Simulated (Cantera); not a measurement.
Input (Python, Cantera):

```python
import numpy as np
import cantera as ct

gas = ct.Solution("gri30.yaml")


def delay(T, t_max=10):
    gas.TPX = T, 101325, {'CH3OH': 1, 'O2': 0.789, 'N2': 3.08}
    reactor = ct.IdealGasConstPressureReactor(gas, clone=False)
    net = ct.ReactorNet([reactor])
    net.rtol, net.atol = 1e-8, 1e-16
    while net.time < t_max:
        t_old, T_old = net.time, reactor.T
        net.step()
        if reactor.T > T + 400:  # ignition: a rise of 400 K
            return t_old + (T + 400 - T_old) / (reactor.T - T_old) * (net.time - t_old)
    return np.nan


taus = []
for T in [1150, 1225, 1300, 1375, 1450, 1525, 1600, 1675]:
    taus.append(delay(T))
    print(f"T0 = {T:6g} K   tau = {taus[-1]:.4e} s")
```

Result:

```
T0 =   1150 K   tau = 1.9560e-02 s
T0 =   1225 K   tau = 5.4926e-03 s
T0 =   1300 K   tau = 1.8128e-03 s
T0 =   1375 K   tau = 6.8946e-04 s
T0 =   1450 K   tau = 2.9747e-04 s
T0 =   1525 K   tau = 1.4342e-04 s
T0 =   1600 K   tau = 7.6028e-05 s
T0 =   1675 K   tau = 4.3611e-05 s
```

Computed with Cantera and GRI-Mech 3.0 (53 species, 325 reactions). GRI-Mech 3.0 was tuned for natural gas; its chemistry of methanol as a main component is partial and can be far from experiment.
